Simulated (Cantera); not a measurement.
A jet of CH₄ : O₂ : N₂ = 0.018 : 0.12 : 0.79 (molar parts), equivalence ratio 0.30 at 300 K and 0.0940 bar hits a platinum plate 5.9 cm away at a mass flux of 0.041 kg/m²/s; the plate temperature is set and raised in steps from an oxygen-covered start.

Detailed kinetics in Cantera: Deutschmann's 1995 Pt surface mechanism with GRI-Mech 3.0 gas chemistry. Catalytic surfaces can have several steady states; this one follows from the mechanism file's or the stated starting coverage.

One state of this run: wall x CH₄ = 0.00469; wall x O₂ = 0.0981; wall x H₂O = 0.0272; wall x OH = 5.13e-7; wall x CO = 4.37e-6; wall x CO₂ = 0.0179; θ free Pt = 0.401; θ O* = 0.598; θ OH* = 0.000946. x: mole fraction at the wall; θ: surface coverage.

Q: Which value of plate T (K) does it belong to?
A) 1250
B) 1100
C) 1050
D) 1150

A: C, 1050
